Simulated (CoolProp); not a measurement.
A single-stage vapour-compression cycle with the fluid: evaporating at 218.15 K (dew point), condensing at 265.15 K (bubble point), superheat 10 K, subcooling 0 K, compressor efficiency 0.65, no pressure losses. The same conditions are run with several fluids, on thermodynamics alone (safety and materials aside).

Values from CoolProp's reference Helmholtz-energy equation of state of each fluid (CH3F (R41): Lemmon 2006; ethylene: Smukala 2000; R22: Kamei 1995; dimethyl ether: Wu 2011; propylene: Lemmon 2013; R407C: Lemmon 2003). Blends and air are pseudo-pure fits.

```tsv
fluid	cooling COP	pressure ratio	discharge temperature (K)	refrigerating effect (kJ/kg)	volumetric capacity (kJ/m³)
CH3F (R41)	2.28	5.17	374.0	359	2190
ethylene	1.94	3.79	334.8	265	(withheld)
R22	(withheld)	(withheld)	355.2	196	451
dimethyl ether	(withheld)	(withheld)	344.9	406	219
propylene	2.49	6.38	329.7	353	(withheld)
R407C	2.09	11.5	349.8	197	(withheld)
```

Problem. What belongs in the gaps?

Solution. 
- ethylene, volumetric capacity (kJ/m³): 4040
- R22, cooling COP: 2.47
- R22, pressure ratio: 7.68
- dimethyl ether, cooling COP: 2.53
- dimethyl ether, pressure ratio: 9.09
- propylene, volumetric capacity (kJ/m³): 574
- R407C, volumetric capacity (kJ/m³): 343
